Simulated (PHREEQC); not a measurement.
Nickel, zinc or cadmium bath: an equilibrium model

Dissolve 0.18 mol ZnCl2, 0.047 mol NaOH and 0.093 mol H2SO4 per kg of water at 75 °C. Closed to the air; pH follows from the charge balance.

Equilibrium calculation in PHREEQC: ion-association model, phreeqc.dat.

Each row changes one thing in this solution. This is a speciation only: nothing precipitates in the calculation.

```
case                                 pH  ionic strength (mol/kgw)  Cl- (mol/kgw)  Zn+2 (mol/kgw)  ZnCl+ (mol/kgw)  HSO4- (mol/kgw)
---------------------------------  ----  ------------------------  -------------  --------------  ---------------  ---------------
as made                            1.26                     0.454          0.256          0.0824           0.0724           0.0660
diluted 100-fold with water        2.95                   0.00712        0.00353         0.00159          6.78e-5         0.000175
temperature from 75 to 60 °C       1.22                     0.491          0.278          0.0964           0.0565           0.0584
H2SO4 from 0.093 to 0.465 mol/kgw  0.48                     0.861          0.267          0.0916           0.0666            0.432
0.018 mol/kgw HNO3 added           1.18                     0.472          0.256          0.0838           0.0727           0.0693
NaOH left out                      1.07                     0.449          0.254          0.0841           0.0738           0.0739
```

The ionic strength passes 0.7 mol/kgw, the rough limit of the ion-association models, in H2SO4 from 0.093 to 0.465 mol/kgw. At this temperature some constants are extrapolated from 25 °C, and those without enthalpy data are left unchanged.
